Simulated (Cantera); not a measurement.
Standard-state values (1 bar) from the NASA 1993 polynomials, evaluated with Cantera. Values are per mole of reaction as written; species without (g) are pure solids or liquids, kept so even where they would boil at 1 bar.

### Question
Between 300 and 1050 K, where is each reaction favourable under standard conditions?
- H(g) + F(g) → HF(g)

### Answer
- H(g) + F(g) → HF(g): ΔG° is -540 kJ at 300 K and -457 kJ at 1050 K; it stays negative (K > 1). ΔH° is -580 kJ and ΔS° -117 J/K at 1050 K.
